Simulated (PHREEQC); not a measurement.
0.024 g of hydrous ferric oxide (600 m²/g; 0.2 weak and 0.005 strong sites per Fe, Dzombak-Morel constants, diffuse double layer) in 1 kg of water with 0.001 mol/kgw of an inert sodium salt and 2.3e-06 mol/kgw Ag2SO4, 1.1e-06 mol/kgw H3BO3 and 1.5e-06 mol/kgw NaH2PO4, at 25 °C; the pH is set by adding NaOH or the inert anion's acid. Oxygen is held at 0.21 atm. No CO2 enters from the air. Nothing may precipitate in this run.

The numbers come from PHREEQC with the ion-association model, wateq4f.dat.

Q: Predict S sorbed (%), Ag sorbed (%), surface charge σ (C/m²) at pH = 3.67, 6.33, 7.67, 11.

A: 
```
pH    S sorbed (%)  Ag sorbed (%)  surface charge σ (C/m²)
----  ------------  -------------  -----------------------
3.67         100.0            0.0                    0.131
6.33          26.4            3.4                    0.011
7.67           0.1           21.3                    0.002
11             0.0           95.8                   -0.053
```

Complexes and solids missing from the database can't appear. H3PO4, which wateq4f.dat lacks, is added to it with the constant of phreeqc.dat. The database has no phosphate complexes of Ag. The oxide is taken as insoluble; below pH 4 it would dissolve.
